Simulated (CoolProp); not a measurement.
Vapour-liquid equilibrium of n-butane (1) + trans-2-butene (2) at 243.6 K; x and y are mole fractions of (1).

The numbers come from the multi-fluid Helmholtz-energy mixture model, Bücker 2006 and Lemmon 2005; pair parameters Bell 2016 in CoolProp.

Give the bubble pressure and the first vapour's composition at x = 0.125, 0.725, 0.8. Is there an azeotrope?

x = 0.125: 27.38 kPa, y = 0.141; x = 0.725: 28.71 kPa, y = 0.731; x = 0.8: 28.76 kPa, y = 0.804. No azeotrope shows between x = 0.05 and 0.95.

The pair parameters rest on a limited set of measurements; away from them the model extrapolates.
